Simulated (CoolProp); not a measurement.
Carbonyl sulfide at several states: Z from the reference equation and from simpler models built on Tc = 378.8 K, pc = 6369 kPa, ω = 0.098; each cubic takes its own stable root.

Computed with CoolProp (reference Helmholtz-energy equation of state, Lemmon 2006). It is a short technical equation, of lower accuracy than the large ones.

| T (K) | p (kPa) | phase | reference | van der Waals | Redlich-Kwong | Soave-Redlich-Kwong | Peng-Robinson |
|---|---|---|---|---|---|---|---|
| 253.5 | 36.4 | gas | 0.9934 | 0.9957 | 0.9940 | 0.9939 | 0.9936 |
| 243.8 | 24500 | liquid | 0.6212 | ___ | 0.6511 | 0.6487 | 0.5773 |
| 353.6 | 341 | gas | 0.9775 | 0.9809 | 0.9774 | 0.9772 | 0.9750 |
| 562.9 | 3300 | gas | 0.9535 | 0.9435 | 0.9489 | ___ | ___ |
| 489.1 | 65.9 | gas | 0.9985 | 0.9984 | 0.9984 | 0.9985 | 0.9982 |
| 155.5 | 5050 | liquid | 0.1784 | 0.2792 | 0.1882 | 0.1891 | ___ |

Question: What belongs in the gaps?

Answer: 
- 243.8, van der Waals: 0.9270
- 562.9, Soave-Redlich-Kwong: 0.9572
- 562.9, Peng-Robinson: 0.9453
- 155.5, Peng-Robinson: 0.1685
